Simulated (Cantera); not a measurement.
An isothermal, constant-pressure homogeneous reactor starts with CO : O₂ : H₂O : N₂ = 0.027 : 0.078 : 0.022 : 1 (molar parts), equivalence ratio 0.17, at 1375 K and 100.0 Torr. Integrator tolerance rtol = 1e-08.

Detailed kinetics in Cantera: GRI-Mech 3.0 (53 species, 325 reactions).

**Question.** What does this change do: pressure from 100.0 Torr to 0.260 bar?

**Answer.** 
```
quantity                                            before                                     after
----------------  ----------------------------------------  ----------------------------------------
x(CO) at 10.0 s    1.76e-7 (gas-phase equilibrium 1.76e-7)   1.26e-7 (gas-phase equilibrium 1.26e-7)
x(O₂) at 10.0 s      0.0579 (gas-phase equilibrium 0.0577)     0.0579 (gas-phase equilibrium 0.0577)
x(H₂O) at 10.0 s     0.0198 (gas-phase equilibrium 0.0198)     0.0198 (gas-phase equilibrium 0.0198)
x(NO) at 10.0 s   3.17e-6 (gas-phase equilibrium 0.000353)  2.57e-6 (gas-phase equilibrium 0.000353)
x(N₂O) at 10.0 s   8.93e-9 (gas-phase equilibrium 8.83e-9)   1.23e-8 (gas-phase equilibrium 1.23e-8)
```

**Question.** What does this change do: H2O 0.022 to 0.01 parts?

**Answer.** 
```json
[
 {"quantity": "x(CO) at 10.0 s", "before": "1.76e-7 (gas-phase equilibrium 1.76e-7)", "after": "1.79e-7 (gas-phase equilibrium 1.77e-7)"},
 {"quantity": "x(O₂) at 10.0 s", "before": "0.0579 (gas-phase equilibrium 0.0577)", "after": "0.0586 (gas-phase equilibrium 0.0584)"},
 {"quantity": "x(H₂O) at 10.0 s", "before": "0.0198 (gas-phase equilibrium 0.0198)", "after": "0.00907 (gas-phase equilibrium 0.00907)"},
 {"quantity": "x(NO) at 10.0 s", "before": "3.17e-6 (gas-phase equilibrium 0.000353)", "after": "4.37e-6 (gas-phase equilibrium 0.000357)"},
 {"quantity": "x(N₂O) at 10.0 s", "before": "8.93e-9 (gas-phase equilibrium 8.83e-9)", "after": "9.31e-9 (gas-phase equilibrium 8.98e-9)"}
]
```
